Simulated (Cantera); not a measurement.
Input: 1 mol K₂SO₄, 0.013 mol C, 2.3 mol H₂O, held at 1925 K and 0.00100 bar.

Method: chemical equilibrium by Gibbs-energy minimisation in Cantera with the NASA 1993 tables (ideal gas, pure condensed phases). Candidate condensed phases: C, C₆H₆, C₇H₈, C₈H₁₈, H₂O, H₂SO₄, K, KOH, KO₂, K₂CO₃, K₂O, K₂O₂, K₂S, K₂SO₄, S; 130 gas species. Equilibrium is a limit: real reactors are often held back by kinetics, nucleation or transport.

Base state: H₂O 0.335, K 0.266, SO₂ 0.164, O₂ 0.144, KOH 0.0631, OH 0.0131, H₂ 0.00447, O 0.00442 (mole fractions); condensed: gas only.

What changes in the equilibrium state with this change: temperature from 1925 K to 1350 K?


```json
[
 {"species": "H₂O", "before": "0.335", "after": "0.909"},
 {"species": "KOH", "before": "0.0631", "after": "0.0416"},
 {"species": "SO₂", "before": "0.164", "after": "0.0215"},
 {"species": "K", "before": "0.266", "after": "0.00133"},
 {"species": "K₂SO₄", "before": "1.10e-6", "after": "0.0157"},
 {"species": "OH", "before": "0.0131", "after": "0.000127"},
 {"species": "O₂", "before": "0.144", "after": "0.00582"},
 {"species": "SO", "before": "0.000999", "after": "2.12e-7"},
 {"species": "O", "before": "0.00442", "after": "1.02e-6"},
 {"species": "K₂SO₄(l), mol", "before": "0", "after": "0.908"}
]
```

What changes in the equilibrium state with this change: temperature from 1925 K to 1623 K?


```tsv
species	before	after
H₂O	0.335	0.321
KOH	0.0631	0.246
SO₂	0.164	0.182
K	0.266	0.117
O₂	0.144	0.117
K₂SO₄	1.10e-6	0.0121
OH	0.0131	0.00183
H	0.00202	3.51e-5
SO	0.000999	3.69e-5
```
